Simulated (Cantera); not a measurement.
A closed system holds: 1 mol SiHCl₃, 0.34 mol HCl, 430 mol H₂, equilibrated at 13.3 mbar.

These are equilibrium values from Cantera (NASA tables, ideal gas, pure condensed phases), not measurements of a reactor. Candidate condensed phases: Si; 19 gas species. Rates play no part.

### Question
At 1325 K, list the 4 most abundant gas species with their mole fractions, and the condensed phases.

### Answer
H₂ 0.992, HCl 0.00742, SiCl₂ 0.000152, H 1.41e-5. Condensed: Si(s).
